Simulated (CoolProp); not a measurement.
Hydrogen chloride at 298.15 K and 3.79 MPa is throttled through a valve to 1.13 MPa with no heat exchange. Each further row changes one setting.

Computed with CoolProp (reference Helmholtz-energy equation of state, Thol 2018).

```tsv
case	temperature change (K)	final density (kg/m³)
as stated	?	?
outlet pressure 0.339 MPa	?	?
outlet pressure 1.47 MPa	?	29.7
```

Question: Fill in the missing entries.

Answer: 
- as stated, temperature change (K): -47.5
- as stated, final density (kg/m³): 22.8
- outlet pressure 0.339 MPa, temperature change (K): -68.5
- outlet pressure 0.339 MPa, final density (kg/m³): 6.81
- outlet pressure 1.47 MPa, temperature change (K): -39.9
